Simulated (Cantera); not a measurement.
A Cantera script and its output.

```python
import numpy as np
import cantera as ct

gas = ct.Solution("gri30.yaml")
gas.TPX = 1750, 500000, {'CH4': 1, 'O2': 5.88, 'N2': 22.1, 'C2H6': 0.047}
reactor = ct.IdealGasReactor(gas, energy="on", clone=False)
net = ct.ReactorNet([reactor])
net.rtol, net.atol = 1e-08, 1e-16
show = ['CH4', 'O2', 'CH2CO', 'C2H6', 'CO', 'C2H', 'CO2']
times = np.geomspace(3e-06, 0.1, 12)

steps = ct.SolutionArray(gas, extra=["t"])
rows = []
print(f"{'t/s':>10s}{'T/K':>9s}{'P/Pa':>11s}" + "".join(f"{s:>11s}" for s in show))
for t in times:
    while net.time < t:
        t_next = net.step()
        steps.append(gas.state, t=t_next)
    rows.append([np.interp(t, steps.t, y) for y in (steps.T, steps.P, *steps(*show).X.T)])
    print(f"{t:10.3e}{rows[-1][0]:9.1f}{rows[-1][1]:11.4g}" + "".join(f"{x:11.3e}" for x in rows[-1][2:]))
rate = np.gradient(steps.T, steps.t)
print("integrator steps:", len(steps.t))
if steps.T.max() > steps.T[0] + 200:
    print(f"time of steepest temperature rise: {steps.t[rate.argmax()]:.4e} s")
gas.TPX = 1750, 500000, {'CH4': 1, 'O2': 5.88, 'N2': 22.1, 'C2H6': 0.047}
gas.equilibrate("UV")
print(f"equilibrium (UV): T = {gas.T:.1f} K  " + "  ".join(f"{s} {gas[s].X[0]:.3e}" for s in show))
```

It prints:

```
       t/s      T/K       P/Pa        CH4         O2      CH2CO       C2H6         CO        C2H        CO2
 3.000e-06   1748.1  4.996e+05  3.427e-02  2.024e-01  5.297e-08  1.414e-03  5.852e-06  3.172e-13  8.082e-07
 7.732e-06   1753.6  5.014e+05  3.265e-02  2.011e-01  5.625e-06  1.144e-03  2.429e-04  9.435e-11  2.396e-05
 1.993e-05   2372.9  6.933e+05  9.845e-13  1.272e-01  4.446e-10  2.613e-21  1.806e-02  7.470e-15  1.880e-02
 5.136e-05   2630.5  7.569e+05  5.109e-18  1.246e-01  7.367e-19  9.000e-34  2.700e-03  3.841e-22  3.472e-02
 1.324e-04   2630.7  7.568e+05  1.426e-18  1.241e-01  1.737e-20  1.175e-34  2.574e-03  1.077e-23  3.486e-02
 3.412e-04   2625.9  7.553e+05  1.360e-18  1.231e-01  1.624e-20  1.080e-34  2.532e-03  9.704e-24  3.490e-02
 8.793e-04   2616.1  7.523e+05  1.233e-18  1.209e-01  1.414e-20  9.063e-35  2.448e-03  7.827e-24  3.500e-02
 2.266e-03   2602.1  7.481e+05  1.067e-18  1.178e-01  1.152e-20  7.003e-35  2.331e-03  5.721e-24  3.512e-02
 5.841e-03   2593.1  7.454e+05  9.710e-19  1.158e-01  1.007e-20  5.918e-35  2.258e-03  4.669e-24  3.520e-02
 1.505e-02   2592.0   7.45e+05  9.594e-19  1.155e-01  9.904e-21  5.793e-35  2.249e-03  4.550e-24  3.521e-02
 3.880e-02   2592.0   7.45e+05  9.594e-19  1.155e-01  9.903e-21  5.793e-35  2.249e-03  4.550e-24  3.521e-02
 1.000e-01   2592.0   7.45e+05  9.594e-19  1.155e-01  9.903e-21  5.793e-35  2.249e-03  4.550e-24  3.521e-02
integrator steps: 1503
time of steepest temperature rise: 1.7233e-05 s
equilibrium (UV): T = 2592.0 K  CH4 1.422e-18  O2 1.155e-01  CH2CO 1.371e-20  C2H6 1.109e-34  CO 2.249e-03  C2H 4.985e-24  CO2 3.521e-02
```

Model: GRI-Mech 3.0 (53 species, 325 reactions), integrated in Cantera.
